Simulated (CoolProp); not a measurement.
Values from CoolProp's reference Helmholtz-energy equation of state, Lemmon 2005. It is a short technical equation, of lower accuracy than the large ones.

For cis-2-butene, give the phase and the cp (kJ/(kg K)), isothermal compressibility (1/MPa) at 524.4 K and 2120 kPa; 524.4 K and 3530 kPa; 524.4 K and 6350 kPa.


- 524.4 K and 2120 kPa: gas; cp 2.41, isothermal compressibility 0.525
- 524.4 K and 3530 kPa: gas; cp 2.53, isothermal compressibility 0.343
- 524.4 K and 6350 kPa: supercritical; cp 2.95, isothermal compressibility 0.226
